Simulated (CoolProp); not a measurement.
The numbers come from the reference Helmholtz-energy equation of state, Lemmon 2005 in CoolProp. It is a short technical equation, of lower accuracy than the large ones.

For cis-2-butene, give the phase and the density (kg/m³), isothermal compressibility (1/MPa) at 210.45 °C and 18.8 MPa; 210.45 °C and 42.4 MPa.


- 210.45 °C and 18.8 MPa: supercritical; density 426, isothermal compressibility 0.0142
- 210.45 °C and 42.4 MPa: supercritical; density 507, isothermal compressibility 0.00432
